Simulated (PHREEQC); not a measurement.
Make-up at 25 °C: 0.11 mol/kgw CdCl2, 0.0015 mol/kgw Na2SO4 and 6e-05 mol/kgw HCl. Closed to the air; pH follows from the charge balance.

Computed with PHREEQC (ion-association model, phreeqc.dat).

No solid was allowed to form.

Order these Cd species by the share of Cd that they hold, largest first: CdCl3-, CdCl+, CdSO4, CdCl2, Cd+2.

CdCl+ (64 %), Cd+2 (18 %), CdCl2 (16 %), CdCl3- (1.1 %), CdSO4 (0.53 %)

Order these S species by the share of S that they hold, largest first: HSO4-, CdSO4, NaSO4-, Cd(SO4)2-2, SO4-2.

SO4-2 (60 %), CdSO4 (39 %), Cd(SO4)2-2 (0.78 %), NaSO4- (0.30 %), HSO4- (0.12 %)

The pH is 4.32 and the ionic strength 0.134 mol/kgw.
